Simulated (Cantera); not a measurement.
Input: 1 mol SiH4, 1.1 mol N2, 14 mol H2, equilibrated at 1998.15 K and 33.0 Pa.

Method: chemical equilibrium by Gibbs-energy minimisation in Cantera with the NASA 1993 tables (ideal gas, pure condensed phases). Candidate condensed phases: Si, Si3N4; 18 gas species. The tables' values for SiN are old estimates; treat these amounts as uncertain. Gases not in the tables: Si2H6 and higher silanes. Kinetics and transport are ignored.

Base state: H2 0.809, H 0.0795, N2 0.0584, Si 0.0519, SiH 0.000578, Si2 0.000215, SiN 5.95e-5, SiH2 3.42e-5 (mole fractions); condensed: gas only.

Problem. What changes in the equilibrium state with this change: pressure from 33.0 Pa to 10000 Pa?

Solution. 
| species | before | after |
|---|---|---|
| H2 | 0.809 | 0.930 |
| N2 | 0.0584 | 0.0641 |
| H | 0.0795 | 0.00490 |
| Si | 0.0519 | 0.000426 |
| Si2 | 0.000215 | 4.40e-6 |
| Si3 | 1.85e-5 | 9.44e-7 |
| SiN | 5.95e-5 | 8.92e-6 |
| SiH | 0.000578 | 8.85e-5 |
| Si(l), mol | 0 | 0.989 |
